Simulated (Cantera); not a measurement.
# Premixed flame

A freely propagating, adiabatic, planar premixed flame of 32.1 % H2, 18.9 % O2, 49.1 % N2, equivalence ratio 0.85, unburnt at 700 K and 6.90 bar; multicomponent+Soret transport, grid criteria slope 0.08 and curve 0.16, no radiation.

Cantera simulation using the H2/O2 subset of GRI-Mech 3.0, which has no nitrogen chemistry; the numbers are that mechanism's predictions, not measurements. The hydrogen kinetics of GRI-Mech 3.0 are dated; newer H2 mechanisms differ, most at raised pressure. Burning velocities carry a grid error of a few per cent, more on coarse grids.

| z (mm) | T (K) | u (m/s) | x H2 | x O2 | x H2O2 | x OH | x O | x HO2 |
|---|---|---|---|---|---|---|---|---|
| -0.107 | 700 | 10.6 | 0.321 | 0.189 | <1e-8 | <1e-8 | <1e-8 | <1e-8 |
| -0.0716 | 700 | 10.6 | 0.321 | 0.189 | <1e-8 | <1e-8 | <1e-8 | 1.08e-8 |
| -0.0537 | 700 | 10.6 | 0.320 | 0.189 | <1e-8 | <1e-8 | <1e-8 | 1.31e-7 |
| -0.0358 | 701 | 10.6 | 0.319 | 0.189 | 5.41e-8 | <1e-8 | 5.57e-8 | 5.55e-6 |
| -0.0179 | 746 | 10.9 | 0.292 | 0.194 | 1.90e-5 | 0.000102 | 2.46e-5 | 0.000775 |
| -0.00895 | 1049 | 14.7 | 0.238 | 0.187 | 8.49e-5 | 0.00176 | 0.000827 | 0.00103 |
| 0 | 1549 | 21.1 | 0.144 | 0.139 | 1.78e-5 | 0.00758 | 0.00645 | 0.000540 |
| 0.00895 | 1903 | 25.7 | 0.0730 | 0.0834 | 5.30e-6 | 0.0183 | 0.0130 | 0.000258 |
| 0.0179 | 2098 | 28.2 | 0.0479 | 0.0594 | 3.65e-6 | 0.0255 | 0.0152 | 0.000142 |
| 0.0358 | 2303 | 30.6 | 0.0371 | 0.0481 | 2.56e-6 | 0.0299 | 0.0133 | 7.58e-5 |
| 0.0716 | 2496 | 32.8 | 0.0296 | 0.0430 | 1.99e-6 | 0.0298 | 0.00935 | 4.19e-5 |
| 0.143 | 2650 | 34.4 | 0.0216 | 0.0393 | 1.81e-6 | 0.0272 | 0.00601 | 2.70e-5 |
| 0.286 | 2741 | 35.4 | 0.0157 | 0.0372 | 1.94e-6 | 0.0243 | 0.00414 | 2.26e-5 |
x: mole fraction of selected species; z is measured from the peak of heat release.

```yaml
laminar_burning_velocity: 1060 cm/s
thermal_thickness: 0.0358 mm
peak x(H2O2): 8.51e-5
peak x(OH): 0.0303
peak x(O): 0.0152
peak x(HO2): 0.00125
```
